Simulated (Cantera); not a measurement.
## Silicon etching in halogen gases: Si + F2

Feed: 1 mol Si, 2.4 mol F2, at 1.00 bar.

Method: chemical equilibrium by Gibbs-energy minimisation in Cantera with the NASA 1993 tables (ideal gas, pure condensed phases). Candidate condensed phases: Si; 9 gas species. Rates play no part.

From 177 °C to 1227 °C nothing is condensed. The main Si-bearing gas is SiF4 throughout.

```csv
T (°C),x SiF4,x F,x F2
177,0.714,3.42e-7,0.286
327,0.714,7.51e-5,0.286
477,0.714,0.00195,0.284
627,0.708,0.0171,0.275
777,0.687,0.0765,0.237
927,0.642,0.203,0.155
1077,0.593,0.339,0.0681
1227,0.568,0.409,0.0225
```
x: gas mole fraction; nothing condenses.
